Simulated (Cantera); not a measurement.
A Cantera script and what it prints.

```python
import numpy as np
import cantera as ct

gas_names = """
    H H2 N NH NH2 NH3 N2 N2H2 N2H4 Si SiH SiH2 SiH3 SiH4 SiN Si2 Si2N Si3
""".split()
cond_names = """
    Si(cr) Si(L) Si3N4(a)
""".split()


# ... load() reads the species with a 1 bar reference pressure and builds the phases ...
atoms = {
    'trisilylamine': {'Si': 3, 'N': 1, 'H': 9},
    'N2': {'N': 2},
    'H2': {'H': 2},
}
top_T = {'Si3N4(a)': 2400}  # K; cautious upper limits of use, not melting points


# ... equilibrate(T, P, feed) seeds the gas with the atoms and calls Mixture.equilibrate('TP', solver="vcs", rtol=1e-11, max_steps=5000) ...
results = []
feed = {'trisilylamine': 1, 'N2': 0.49, 'H2': 0.41}  # mol
T = 1425  # K
P = 4600  # Pa
mix = equilibrate(T, P, feed)
results.append((T, P, feed, dict(zip(mix.species_names, mix.species_moles))))
print(gas.report(threshold=0.001))
for i in range(1, mix.n_phases):
    print(f"{mix.phase(i).name:16s} {mix.phase_moles(i):12.5e} mol")
```

It prints:

```
       temperature   1425 K
          pressure   4600 Pa
           density   0.0007849 kg/m^3
  mean mol. weight   2.0216 kg/kmol
   phase of matter   gas

                          1 kg             1 kmol
                     ---------------   ---------------
          enthalpy        1.6781e+07        3.3925e+07  J
   internal energy         1.092e+07        2.2077e+07  J
           entropy        1.0035e+05        2.0288e+05  J/K
    Gibbs function       -1.2622e+08       -2.5517e+08  J
 heat capacity c_p             15856             32054  J/K
 heat capacity c_v             11743             23740  J/K

                      mass frac. Y      mole frac. X     chem. pot. / RT
                     ---------------   ---------------   ---------------
                H2           0.99696           0.99975           -21.534
     [  +17 minor]         0.0030398           0.00025

Si(cr)            1.51660e+00 mol
Si3N4(a)          4.94466e-01 mol
```

These are equilibrium values from Cantera (NASA tables, ideal gas, pure condensed phases), not measurements of a reactor. The feed counts by its element totals alone. Mutual solubility and eutectic melting of coexisting phases are not modelled.
